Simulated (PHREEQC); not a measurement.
Make-up at 25 °C: 15 mmol/kgw KHCO3, 0.11 mmol/kgw HNO3 and 0.01 mmol/kgw H4SiO4. Closed to the air; pH follows from the charge balance.

All values are PHREEQC results (ion-association model, phreeqc.dat), not measurements.

Each row changes one thing in this solution. Precipitation was switched off in this run.

| case | pH | ionic strength (mol/kgw) | H3SiO4- (mol/kgw) | SI of Quartz (SiO2) |
|---|---|---|---|---|
| as made | 8.10 | 0.0151 | 2.05e-7 | -1.03 |
| HNO3 from 0.00011 to 5.5e-05 mol/kgw | 8.16 | 0.0151 | 2.39e-7 | -1.03 |
| temperature from 25 to 10 °C | 8.23 | 0.0151 | 1.56e-7 | -0.79 |
| KHCO3 from 0.015 to 0.075 mol/kgw | 8.12 | 0.0759 | 2.46e-7 | -1.02 |
| temperature from 25 to 30 °C | 8.06 | 0.0151 | 2.25e-7 | ? |
| KHCO3 left out | 3.96 | 0.000110 | 1.37e-11 | -1.02 |
| diluted 5-fold with water | 8.13 | 0.00302 | 4.17e-8 | -1.73 |
| H4SiO4 from 1e-05 to 5e-05 mol/kgw | 8.10 | 0.0151 | 1.02e-6 | ? |
| H4SiO4 from 1e-05 to 0.0001 mol/kgw | 8.09 | 0.0151 | 2.04e-6 | -0.03 |

Question: Some entries are withheld; supply them.

Answer: 
- temperature from 25 to 30 °C, SI of Quartz (SiO2): -1.10
- H4SiO4 from 1e-05 to 5e-05 mol/kgw, SI of Quartz (SiO2): -0.33

Species that the database lacks are ignored. Away from 25 °C the constants follow the database's enthalpies or fits; those with neither stay at their 25 °C values.
